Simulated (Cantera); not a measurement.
Charge: 1 mol BCl₃, 42 mol H₂, 1.1 mol H₂O, held at 1523.15 K and 0.000160 bar.

Cantera equilibrium calculation (NASA polynomials, part measured and part estimated; ideal gas, pure solids and liquids). Candidate condensed phases: B, B₂O₃, B₃O₃H₃, H₂O; 33 gas species. The tables' values for BOCl, BCl are old estimates; treat these amounts as uncertain. Rates play no part.

Task: What is the equilibrium state?

Result: 
| Property | Value |
|---|---|
| x(H₂) | 0.913 |
| x(HCl) | 0.0650 |
| x(HBO) | 0.0139 |
| x(H) | 0.00175 |
| x(B₂O₂) | 0.00149 |
| x(BOCl) | 0.00130 |
| x(HBO₂) | 0.00112 |
| x(B₂O₃) | 0.00107 |
| x(BO) | 0.000672 |
| gas amount | 45.16 mol |
| log10 activity of B(s) (absent) | -1.88 |
| log10 activity of B₃O₃H₃(s) (absent) | -16.06 |
